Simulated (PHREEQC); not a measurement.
Model water analysis in mg/L, 45 °C, pH 6.45, pe 10.9: Na 0.84; K 0.00288; Ca 2.7; Mg 2.87; Cl 4.18; S(6) as SO4 8.23; Alkalinity as HCO3 7.35; O(0) (dissolved oxygen) 0.258; Pb 0.0162.

Na is adjusted to close the charge balance.
Valence states are taken as typed.

Computed with PHREEQC (ion-association model, wateq4f.dat).

Precipitation was switched off in this run.

### Question
Order these Pb species by the share of Pb that they hold, largest first: Pb+2, PbOH+, PbCO3, PbSO4, PbHCO3+.

### Answer
Pb+2 (67 %), PbCO3 (21 %), PbHCO3+ (5.6 %), PbOH+ (3.3 %), PbSO4 (2.4 %)

The pH is 6.45 and the ionic strength 0.000665 mol/kgw. At this temperature some constants are extrapolated from 25 °C, and those without enthalpy data are left unchanged.
